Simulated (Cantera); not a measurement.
Low-pressure radical oxidation in H2/O2

An isothermal, constant-pressure homogeneous reactor starts with H2 : O2 = 0.018 : 1 (molar parts), equivalence ratio 0.0090, at 1000 K and 5.48 Torr.

Detailed kinetics in Cantera: the H2/O2 subset of GRI-Mech 3.0, which has no nitrogen chemistry. Radical loss at walls, strong at low pressure, is not modelled.

```
t (s)         x H2   x O2     x H2O      x OH       x O     x HO2       x H
--------  --------  -----  --------  --------  --------  --------  --------
0.000400    0.0177  0.982  5.19e-12  1.68e-11  2.01e-11  3.71e-11  2.19e-11
0.00132     0.0177  0.982  1.07e-10  1.02e-10  1.60e-10  1.23e-10  6.73e-11
0.00435     0.0177  0.982   3.87e-9   1.74e-9   3.32e-9  4.33e-10  9.27e-10
0.0143      0.0177  0.982   1.49e-5   5.98e-6   1.16e-5   1.16e-7   3.16e-6
0.0473    0.000198  0.971    0.0163  0.000691   0.00992   1.99e-6   0.00177
0.156      6.32e-5  0.977    0.0173  0.000401   0.00478   1.40e-6  0.000489
0.514      1.36e-5  0.981    0.0177  0.000185   0.00106   7.27e-7   4.99e-5
1.69       1.65e-6  0.982    0.0178   6.61e-5  0.000135   2.32e-7   2.27e-6
5.58       1.81e-7  0.982    0.0178   2.26e-5   1.57e-5   5.10e-8   8.99e-8
18.4       2.42e-8  0.982    0.0178   8.50e-6   2.20e-6   9.88e-9   4.74e-9
60.7       4.27e-9  0.982    0.0178   3.64e-6   4.04e-7   2.10e-9  3.73e-10
200       9.42e-10  0.982    0.0178   1.73e-6   9.13e-8  5.50e-10  4.01e-11
```
x: mole fraction; the columns are a selection and need not sum to one.

Equilibrium at this temperature and pressure: H2 1.85e-11, O2 0.982, H2O 0.0178, OH 2.45e-7, O 1.84e-9, HO2 3.66e-10, H <1e-12 (gas phase only).
